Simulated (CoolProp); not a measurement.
Model: reference Helmholtz-energy equation of state, Akasaka 2024, in CoolProp.

Question: Give the vapour pressure (kPa), liquid cp (kJ/(kg K)), vapour Z of saturated R1132(E) at 4.95, 47.55 °C.

Answer: 
```json
[
 {"T (°C)": "4.95", "p (kPa)": "949", "liquid cp (kJ/(kg K))": "1.77", "vapour Z": "0.841"},
 {"T (°C)": "47.55", "p (kPa)": "2850", "liquid cp (kJ/(kg K))": "2.32", "vapour Z": "0.649"}
]
```
